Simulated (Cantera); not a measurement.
A Cantera script and its output.

```python
import numpy as np
import cantera as ct

gas = ct.Solution("gri30.yaml")
gas.TPX = 1275, 500, {'H2': 0.0068, 'O2': 1.5}
reactor = ct.IdealGasConstPressureReactor(gas, energy="off", clone=False)
net = ct.ReactorNet([reactor])
net.rtol, net.atol = 1e-08, 1e-18
show = ['H2', 'O2', 'HO2', 'H2O2', 'H']
times = np.geomspace(7e-05, 3, 10)

steps = ct.SolutionArray(gas, extra=["t"])
rows = []
print(f"{'t/s':>10s}{'T/K':>9s}{'P/Pa':>11s}" + "".join(f"{s:>11s}" for s in show))
for t in times:
    while net.time < t:
        t_next = net.step()
        steps.append(gas.state, t=t_next)
    rows.append([np.interp(t, steps.t, y) for y in (steps.T, steps.P, *steps(*show).X.T)])
    print(f"{t:10.3e}{rows[-1][0]:9.1f}{rows[-1][1]:11.4g}" + "".join(f"{x:11.3e}" for x in rows[-1][2:]))
rate = np.gradient(steps.T, steps.t)
print("integrator steps:", len(steps.t))
if steps.T.max() > steps.T[0] + 200:
    print(f"time of steepest temperature rise: {steps.t[rate.argmax()]:.4e} s")
gas.TPX = 1275, 500, {'H2': 0.0068, 'O2': 1.5}
gas.equilibrate("TP")
print(f"equilibrium (TP): T = {gas.T:.1f} K  " + "  ".join(f"{s} {gas[s].X[0]:.3e}" for s in show))
```

It prints:

```
       t/s      T/K       P/Pa         H2         O2        HO2       H2O2          H
 7.000e-05   1275.0        500  4.513e-03  9.955e-01  4.114e-10  3.664e-15  2.775e-10
 2.290e-04   1275.0        500  4.513e-03  9.955e-01  1.346e-09  3.904e-14  4.801e-10
 7.489e-04   1275.0        500  4.513e-03  9.955e-01  4.402e-09  4.124e-13  7.009e-10
 2.450e-03   1275.0        500  4.513e-03  9.955e-01  1.439e-08  4.237e-12  1.733e-09
 8.013e-03   1275.0        500  4.512e-03  9.955e-01  4.713e-08  3.999e-11  2.026e-08
 2.621e-02   1275.0        500  3.570e-03  9.946e-01  1.820e-07  2.704e-09  3.541e-05
 8.573e-02   1275.0        500  8.729e-06  9.911e-01  1.175e-07  2.648e-09  7.940e-05
 2.804e-01   1275.0        500  8.284e-06  9.913e-01  1.146e-07  2.618e-09  7.379e-05
 9.172e-01   1275.0        500  7.150e-06  9.919e-01  1.062e-07  2.532e-09  5.884e-05
 3.000e+00   1275.0        500  4.695e-06  9.931e-01  8.491e-08  2.264e-09  3.093e-05
integrator steps: 613
equilibrium (TP): T = 1275.0 K  H2 3.559e-09  O2 9.955e-01  HO2 5.340e-09  H2O2 1.438e-11  H 6.261e-10
```

Model: GRI-Mech 3.0 (53 species, 325 reactions), integrated in Cantera. Radical loss at walls, strong at low pressure, is not modelled.
